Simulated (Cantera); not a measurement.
Feed: 1 mol TiC, 6.3 mol H2, held at 2173.15 K and 1.50 bar.

Equilibrium computed with Cantera from the NASA thermochemical tables; the gas is ideal and each condensed phase is pure. Candidate condensed phases: C, C6H6, C7H8, C8H18, Ti, TiC; 77 gas species. TiC: taken at fixed stoichiometry. The numbers say what is thermodynamically allowed, not how fast it happens.

Base state: H2 0.996, H 0.00394 (mole fractions); condensed: TiC(s).

Q: What changes in the equilibrium state with this change: TiC replaced by Al2O3?

A: 
```tsv
species	before	after
H2	0.996	0.995
H	0.00394	0.00393
H2O	0	0.000405
Al	0	0.000124
Al2O	0	8.03e-5
AlH	0	2.99e-5
AlOH	0	2.60e-5
TiC(s), mol	1.000	0
Al2O3(s), mol	0	0.999
```
The tables' values for AlOH are old estimates; treat these amounts as uncertain. Further candidate phases: Al, Al2O3, H2O.

Q: What changes in the equilibrium state with this change: pressure from 1.50 bar to 23.0 Pa?

A: 
```json
[
 {"species": "H2", "before": "0.996", "after": "0.728"},
 {"species": "H", "before": "0.00394", "after": "0.272"},
 {"species": "Ti", "before": "2.28e-6", "after": "0.000257"},
 {"species": "C2H2 (acetylene)", "before": "5.20e-8", "after": "0.000126"},
 {"species": "TiC(s), mol", "before": "1.000", "after": "0.998"}
]
```

Q: What changes in the equilibrium state with this change: temperature from 2173.15 K to 2848 K?

A: 
| species | before | after |
|---|---|---|
| H2 | 0.996 | 0.923 |
| H | 0.00394 | 0.0758 |
| Ti | 2.28e-6 | 0.000562 |
| C2H2 (acetylene) | 5.20e-8 | 0.000264 |
| CH3 | 1.53e-7 | 1.37e-5 |
| TiC(s), mol | 1.000 | 0.996 |
